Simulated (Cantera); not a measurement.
An adiabatic, constant-volume homogeneous reactor starts with H₂ : O₂ : N₂ = 1 : 1.04 : 3.92 (molar parts), at 1198 K and 101000 Pa.

Computed with Cantera and the H2/O2 subset of GRI-Mech 3.0, which has no nitrogen chemistry.

x: mole fraction; the columns are a selection and need not sum to one.

| t (s) | T (K) | P (bar) | x H₂ | x O₂ | x H₂O | x OH | x H | x O |
|---|---|---|---|---|---|---|---|---|
| 1.00e-6 | 1198 | 1.01 | 0.168 | 0.174 | 2.25e-10 | 1.50e-10 | 1.90e-9 | 2.20e-10 |
| 3.16e-6 | 1198 | 1.01 | 0.168 | 0.174 | (withheld) | 9.37e-10 | (withheld) | (withheld) |
| 1.00e-5 | 1198 | 1.01 | 0.168 | 0.174 | 1.53e-7 | 1.55e-8 | 1.20e-7 | 2.85e-8 |
| 3.16e-5 | 1199 | 1.01 | 0.167 | 0.174 | 0.000334 | 3.08e-5 | 0.000220 | 5.24e-5 |
| 0.000100 | 2450 | 1.92 | 0.00531 | 0.0927 | 0.165 | 0.0186 | 0.00307 | 0.00721 |
| 0.000316 | 2537 | 1.98 | 0.00283 | 0.0942 | 0.171 | 0.0147 | 0.00113 | 0.00381 |
| 0.00100 | 2537 | 1.98 | 0.00283 | 0.0942 | 0.171 | 0.0147 | 0.00113 | 0.00381 |
| 0.00316 | 2537 | 1.98 | 0.00283 | 0.0942 | 0.171 | 0.0147 | 0.00113 | 0.00381 |
| 0.0100 | 2537 | 1.98 | 0.00283 | 0.0942 | 0.171 | 0.0147 | 0.00113 | 0.00381 |
| 0.0316 | 2537 | 1.98 | 0.00283 | 0.0942 | 0.171 | 0.0147 | 0.00113 | 0.00381 |
| 0.100 | 2537 | 1.98 | 0.00283 | 0.0942 | 0.171 | 0.0147 | 0.00113 | 0.00381 |

Q: Some entries are withheld; supply them.

A: 
- 3.16e-6, x H₂O: 4.36e-9
- 3.16e-6, x H: 8.12e-9
- 3.16e-6, x O: 1.64e-9
